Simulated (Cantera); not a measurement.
Feed: 1 mol AlN, 27 mol H2, 10 mol N2, equilibrated at 900 K and 1.10e-5 bar.

These are equilibrium values from Cantera (NASA tables, ideal gas, pure condensed phases), not measurements of a reactor. Candidate condensed phases: Al, AlN; 13 gas species. Equilibrium is a limit: real reactors are often held back by kinetics, nucleation or transport.

Base state: H2 0.730, N2 0.270 (mole fractions); condensed: AlN(s).

Q: What changes in the equilibrium state with this change: temperature from 900 K to 2050 K?

A: 
| species | before | after |
|---|---|---|
| H | 3.01e-8 | 0.407 |
| H2 | 0.730 | 0.355 |
| N2 | 0.270 | 0.217 |
| Al | <1e-9 | 0.0207 |
| AlH | <1e-9 | 1.03e-5 |
| AlN(s), mol | 1.00 | 0 |
